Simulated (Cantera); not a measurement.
A closed system holds: 1 mol SiH2Cl2, 0.031 mol C2H4, 1900 mol H2, 0.014 mol CH4, held at 2.20 mbar.

Cantera equilibrium calculation (NASA polynomials, part measured and part estimated; ideal gas, pure solids and liquids). Candidate condensed phases: C, C6H6, C7H8, C8H18, Si, SiC; 109 gas species. Gases not in the tables: Si2H6 and higher silanes. Rates play no part.

### Question
At 1725 K, list the 4 most abundant gas species with their mole fractions, and the condensed phases.

### Answer
H2 0.995, H 0.00395, HCl 0.00104, Si 0.000426. Condensed: SiC(s).
